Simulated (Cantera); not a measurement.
Standard-state values (1 bar) from the NASA 1993 polynomials, evaluated with Cantera. Values are per mole of reaction as written; species without (g) are pure solids or liquids, kept so even where they would boil at 1 bar. TaC: taken at fixed stoichiometry.

Task: Between 1873 and 2123 K, where is each reaction favourable under standard conditions?
- TaC + 3 H(g) → Ta + CH3(g)

Result: 
- TaC + 3 H(g) → Ta + CH3(g): ΔG° is -20 kJ at 1873 K and 32 kJ at 2123 K; it changes sign between 1923 and 1973 K. ΔH° is -409 kJ and ΔS° -207 J/K at 2123 K.
